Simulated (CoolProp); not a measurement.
Values from CoolProp's reference Helmholtz-energy equation of state, Kamei 1995.

Problem. For R22, give the phase and the Z, expansivity (1/kK), fugacity coefficient at 458.7 K and 8.32 bar; 458.7 K and 9.98 bar; 458.7 K and 20 bar.

Solution. 
- 458.7 K and 8.32 bar: gas; Z 0.973, expansivity 2.41, fugacity coefficient 0.974
- 458.7 K and 9.98 bar: gas; Z 0.968, expansivity 2.46, fugacity coefficient 0.968
- 458.7 K and 20 bar: gas; Z 0.934, expansivity 2.79, fugacity coefficient 0.937
